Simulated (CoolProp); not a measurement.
Properties of R115 at several states (Tc = 353.1 K, pc = 3.129 MPa, ω = 0.248).

Computed with CoolProp (reference Helmholtz-energy equation of state, Lemmon 2016).

```json
[
 {"T (K)": "198.8", "p (MPa)": "2.7", "phase": "liquid", "density (kg/m³)": "1671", "cv (kJ/(kg K))": "0.5855", "Joule-Thomson coefficient (K/MPa)": "-0.4238", "expansivity (1/kK)": "1.898", "fugacity coefficient": "0.006455"},
 {"T (K)": "425.8", "p (MPa)": "0.0479", "phase": "gas", "density (kg/m³)": "2.095", "cv (kJ/(kg K))": "0.8083", "Joule-Thomson coefficient (K/MPa)": "5.225", "expansivity (1/kK)": "2.371", "fugacity coefficient": "0.9974"},
 {"T (K)": "409.8", "p (MPa)": "0.0217", "phase": "gas", "density (kg/m³)": "0.9851", "cv (kJ/(kg K))": "0.7926", "Joule-Thomson coefficient (K/MPa)": "5.717", "expansivity (1/kK)": "2.452", "fugacity coefficient": "0.9986"},
 {"T (K)": "364.7", "p (MPa)": "0.0251", "phase": "gas", "density (kg/m³)": "1.282", "cv (kJ/(kg K))": "0.7439", "Joule-Thomson coefficient (K/MPa)": "7.630", "expansivity (1/kK)": "2.763", "fugacity coefficient": "0.9977"},
 {"T (K)": "485.4", "p (MPa)": "0.0485", "phase": "gas", "density (kg/m³)": "1.859", "cv (kJ/(kg K))": "0.8590", "Joule-Thomson coefficient (K/MPa)": "3.847", "expansivity (1/kK)": "2.074", "fugacity coefficient": "0.9984"}
]
```
